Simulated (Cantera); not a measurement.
Charge: 1 mol HMDSO, 1.2 mol O2, 0.67 mol H2, at 1700 Pa.

Method: chemical equilibrium by Gibbs-energy minimisation in Cantera with the NASA 1993 tables (ideal gas, pure condensed phases). Candidate condensed phases: C, C6H6, C7H8, C8H18, H2O, Si, SiC, SiO2; 123 gas species. The feed counts by its element totals alone. Mutual solubility and eutectic melting of coexisting phases are not modelled. The tables hold silica as quartz up to 1696 K and as liquid above; real silica turns to tridymite and cristobalite and melts near 1996 K. Equilibrium is a limit: real reactors are often held back by kinetics, nucleation or transport.

**Question.** Which condensed phases are stable at each of these points (T (K)): 773, 873, 973, 1073, 1173, 1273, 1373, 1473, 1573, 1673, 1773, 1873, 1973?

**Answer.** 
```tsv
T (K)	condensed phases	Si condensed (%)
773	C(graphite) + SiC(s) + SiO2(α-quartz)	100.0
873	C(graphite) + SiC(s) + SiO2(β-quartz)	100.0
973	C(graphite) + SiC(s) + SiO2(β-quartz)	100.0
1073	C(graphite) + SiC(s) + SiO2(β-quartz)	100.0
1173	C(graphite) + SiC(s) + SiO2(β-quartz)	100.0
1273	C(graphite) + SiC(s) + SiO2(β-quartz)	100.0
1373	C(graphite) + SiC(s) + SiO2(β-quartz)	99.9
1473	C(graphite) + SiC(s)	99.7
1573	C(graphite) + SiC(s)	99.6
1673	C(graphite) + SiC(s)	99.4
1773	C(graphite) + SiC(s)	99.1
1873	C(graphite) + SiC(s)	98.8
1973	C(graphite) + SiC(s)	98.5
```

At 773 K the condensed part is C(graphite) + SiC(s) + SiO2(α-quartz). From 873 K to 1373 K the condensed part is C(graphite) + SiC(s) + SiO2(β-quartz). From 1473 K to 1973 K the condensed part is C(graphite) + SiC(s).
